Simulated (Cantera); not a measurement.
Feed: 1 mol SiCl4, 1.8 mol HCl, 390 mol H2, held at 925 °C and 3.70 mbar.

Method: chemical equilibrium by Gibbs-energy minimisation in Cantera with the NASA 1993 tables (ideal gas, pure condensed phases). Candidate condensed phases: Si; 19 gas species. The tables' values for SiCl3 are old estimates; treat these amounts as uncertain. Equilibrium is a limit: real reactors are often held back by kinetics, nucleation or transport.

Problem. What is the equilibrium state?

Solution. 
- x(H2) = 0.986
- x(HCl) = 0.0138
- x(SiCl2) = 0.000453
- x(SiCl3) = 1.11e-5
- x(SiHCl3) = 4.61e-6
- x(H) = 3.11e-6
- x(SiCl4) = 2.39e-6
- x(SiH2Cl2) = 1.16e-6
- n(Si(s)) = 0.814 mol
- gas amount = 393.8 mol
